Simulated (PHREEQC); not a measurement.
# Ultrapure water in contact with air or piping: an equilibrium model

Synthetic water in mg/L, 5.2 °C, pH 6.9, pe 2.5:

```json
[
 {"constituent": "Na", "mg/L": "0.059"},
 {"constituent": "K", "mg/L": "0.181"},
 {"constituent": "Ca", "mg/L": "0.0573"},
 {"constituent": "Mg", "mg/L": "0.0426"},
 {"constituent": "Cl", "mg/L": "0.0357"},
 {"constituent": "S(6) as SO4", "mg/L": "0.264"},
 {"constituent": "Alkalinity as HCO3", "mg/L": "0.428"},
 {"constituent": "Fe(2)", "mg/L": "0.0156"},
 {"constituent": "Si as SiO2", "mg/L": "0.0243"},
 {"constituent": "Ba", "mg/L": "0.000423"}
]
```

Valence states are taken as typed.

Computed with PHREEQC (ion-association model, wateq4f.dat).

No solid was allowed to form.

Task: Estimate the charge-balance error.

Result: charge-balance error 2.2 %.

Task: In which forms is C present?

Result: HCO3- 71 %, CO2 29 % of the C.

At this temperature some constants are extrapolated from 25 °C, and those without enthalpy data are left unchanged.
